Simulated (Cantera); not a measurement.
A closed system holds: 1 mol B₂H₆, 5.1 mol O₂, equilibrated at 2223.15 K and 0.133 bar.

Method: chemical equilibrium by Gibbs-energy minimisation in Cantera with the NASA 1993 tables (ideal gas, pure condensed phases). Candidate condensed phases: B, B₂O₃, B₃O₃H₃, H₂O; 23 gas species. The feed counts by its element totals alone. Rates play no part.

Base state: H₂O 0.347, O₂ 0.330, HBO₂ 0.254, B₂O₃ 0.0267, OH 0.0188, BO₂ 0.0166, O 0.00492, H₂ 0.00218 (mole fractions); condensed: gas only.

**Question.** What changes in the equilibrium state with this change: temperature from 2223.15 K to 1850 K?

**Answer.** 
```json
[
 {"species": "H₂O", "before": "0.347", "after": "0.346"},
 {"species": "O₂", "before": "0.330", "after": "0.342"},
 {"species": "HBO₂", "before": "0.254", "after": "0.286"},
 {"species": "OH", "before": "0.0188", "after": "0.00322"},
 {"species": "BO₂", "before": "0.0166", "after": "0.00322"},
 {"species": "B₂O₃", "before": "0.0267", "after": "0.0191"},
 {"species": "(HBO₂)₃", "before": "8.69e-8", "after": "3.82e-5"},
 {"species": "BO", "before": "7.96e-5", "after": "7.62e-7"},
 {"species": "HBO", "before": "1.77e-5", "after": "3.59e-7"},
 {"species": "H", "before": "0.000819", "after": "1.73e-5"}
]
```
